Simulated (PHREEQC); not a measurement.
Synthetic water in mg/kgw, 25 °C, pH 2.45, pe 9.4:

| constituent | mg/kgw |
|---|---|
| Na | 139 |
| K | 56.4 |
| Ca | 19 |
| Mg | 66.5 |
| Cl | 81.2 |
| S(6) as SO4 | 896 |
| Zn | 12 |
| O(0) (dissolved oxygen) | 0.378 |

Valence states are taken as typed.

Computed with PHREEQC (ion-association model, phreeqc.dat).

```csv
quantity,before,after
SO4-2 (mol/kgw),0.00664,0.00405
Mg+2 (mol/kgw),0.00185,0.00141
HSO4- (mol/kgw),0.00147,0.00364
MgSO4 (mol/kgw),0.000888,0.00133
Ca+2 (mol/kgw),0.000346,0.000357
SI of Gypsum (CaSO4:2H2O),-1.57,-1.62
SI of Sylvite (KCl),-6.53,-6.77
```

Problem. What was changed between the two runs?
A) all concentrations times 2 at the same typed pH
B) temperature from 25 to 80 °C at the same typed pH
C) Na from 139 to 417 mg/kgw

Solution. B, temperature from 25 to 80 °C at the same typed pH

This is a speciation only: nothing precipitates in the calculation. At this temperature some constants are extrapolated from 25 °C, and those without enthalpy data are left unchanged.
